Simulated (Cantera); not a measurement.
A closed system holds: 1 mol Si3H8, 0.027 mol HCl, 7.2 mol H2, equilibrated at 1525 K and 10.0 Torr.

Equilibrium computed with Cantera from the NASA thermochemical tables; the gas is ideal and each condensed phase is pure. Candidate condensed phases: Si; 19 gas species. The feed counts by its element totals alone. Equilibrium is a limit: real reactors are often held back by kinetics, nucleation or transport.

Base state: H2 0.997, HCl 0.00237, H 0.000205, SiCl2 1.84e-5 (mole fractions); condensed: Si(s).

**Question.** What changes in the equilibrium state with this change: Si3H8 replaced by SiH2Cl2?

**Answer.** 
| species | before | after |
|---|---|---|
| H2 | 0.997 | 0.834 |
| HCl | 0.00237 | 0.113 |
| SiCl2 | 1.84e-5 | 0.0505 |
| SiCl3 | 1.07e-8 | 0.00154 |
| SiCl4 | <1e-9 | 0.000139 |
| Si(s), mol | 3.00 | 0.518 |
The tables' values for SiCl3, SiCl are old estimates; treat these amounts as uncertain.
